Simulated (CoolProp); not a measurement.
Vapour-liquid equilibrium of benzene (1) + octamethylcyclotetrasiloxane (D4) (2) at 58 kPa; x and y are mole fractions of (1).

Computed with CoolProp (multi-fluid Helmholtz-energy mixture model, Thol 2012 and Thol 2015; pair parameters Bell 2016).

```
x     bubble temperature (°C)  y at the bubble point  dew temperature at overall composition x (°C)  liquid density (mol/L)
----  -----------------------  ---------------------  ---------------------------------------------  ----------------------
0.05                    143.6                  0.314                                     (withheld)                   2.843
0.15                    122.7                  0.688                                     (withheld)                   3.206
0.25                    106.7                  0.849                                          146.2                   3.603
0.35                     95.2                  0.918                                          142.1                   4.045
0.45                     86.9                  0.951                                          137.4                   4.553
0.55                     80.8             (withheld)                                          132.0                   5.155
0.65                     75.8             (withheld)                                          125.6                   5.890
0.75                     71.6                  0.989                                          117.5                   6.813
0.85                     67.9                  0.994                                          106.5                   8.010
0.95                     64.5                  0.998                                           87.3                   9.623
```

### Question
Fill in the missing entries.

### Answer

- 0.05, dew temperature at overall composition x (°C): 153.4
- 0.15, dew temperature at overall composition x (°C): 150.0
- 0.55, y at the bubble point: 0.970
- 0.65, y at the bubble point: 0.981

No azeotrope shows between x = 0.05 and 0.95.

The pair parameters rest on a limited set of measurements; away from them the model extrapolates.
